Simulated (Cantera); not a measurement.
Charge: 1 mol AlN, 2.7 mol HCl, a varied amount of H2, held at 1025 °C and 0.00910 bar.

Equilibrium computed with Cantera from the NASA thermochemical tables; the gas is ideal and each condensed phase is pure. Candidate condensed phases: Al, AlCl3, AlN, NH4Cl; 20 gas species. The tables' values for AlCl2 are old estimates; treat these amounts as uncertain. Rates play no part.

x: gas mole fraction; n: condensed amount in mol.

```csv
n(H2) (mol),x H2,x AlCl3,x HCl,x N2,x AlCl2,x AlCl,n AlN(s)
2.6,0.690,0.132,0.108,0.0672,0.00182,0.000470,0.286
7.8,0.831,0.0584,0.0789,0.0300,0.00121,0.000468,0.369
13,0.881,0.0354,0.0634,0.0184,0.000937,0.000466,0.422
18,0.907,0.0248,0.0539,0.0130,0.000783,0.000465,0.460
23,0.923,0.0186,0.0472,0.00989,0.000678,0.000463,0.491
28,0.934,0.0147,0.0422,0.00786,0.000600,0.000462,0.517
34,0.944,0.0115,0.0376,0.00623,0.000530,0.000460,0.543
39,0.950,(withheld),0.0345,(withheld),0.000483,0.000458,0.561
44,0.954,0.00815,0.0320,0.00452,0.000445,0.000456,0.577
49,0.958,0.00703,0.0298,0.00395,0.000412,0.000454,0.592
54,0.962,(withheld),0.0280,(withheld),0.000384,0.000453,0.605
59,0.964,0.00541,0.0263,0.00311,0.000360,0.000451,0.616
64,0.967,0.00480,0.0249,0.00280,0.000339,0.000449,0.627
```

Q: Complete the blanks.

A: 
- 54, x AlCl3: 0.00613
- 54, x N2: 0.00349
- 39, x AlCl3: 0.00958
- 39, x N2: 0.00526
